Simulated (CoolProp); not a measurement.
Vapour-liquid equilibrium of hydrogen sulfide (1) + n-butane (2) at 204 K; x and y are mole fractions of (1).

Computed with CoolProp (multi-fluid Helmholtz-energy mixture model, Lemmon 2006 and Bücker 2006; pair parameters Kunz 2012).

Task: Give the bubble pressure and the first vapour's composition at x = 0.05, 0.275, 0.725. Is there an azeotrope?

Result: x = 0.05: 0.1508 bar, y = 0.833; x = 0.275: 0.4540 bar, y = 0.952; x = 0.725: 0.5596 bar, y = 0.968. No azeotrope shows between x = 0.05 and 0.95.

Pair parameters are fitted to limited data, so mixtures are less certain than the pure fluids. With so large a gap from Raoult's law the liquid may split in two, which this calculation doesn't test in full.
